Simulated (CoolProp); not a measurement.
Aqueous lithium chloride as a coolant, at -16 °C, 1 atm.

Values from CoolProp's Melinder's fits for secondary coolants.

```csv
mass %,freezing point (°C),density (kg/m³),viscosity (mPa s),Prandtl number,cp (kJ/(kg K))
13.7,-20.1,1083,5.01,33.1,…
15.6,-25.8,1095,…,…,3.268
17.6,…,1108,…,36.2,…
19.6,-42.0,1121,6.28,…,3.060
21.6,-51.6,1134,6.85,40.8,2.978
23.5,-60.7,1146,7.52,44.2,2.922
```

### Question
What belongs in the gaps?

### Answer

- 13.7, cp (kJ/(kg K)): 3.379
- 15.6, viscosity (mPa s): 5.38
- 15.6, Prandtl number: 34.5
- 17.6, freezing point (°C): -33.3
- 17.6, viscosity (mPa s): 5.80
- 17.6, cp (kJ/(kg K)): 3.158
- 19.6, Prandtl number: 38.2
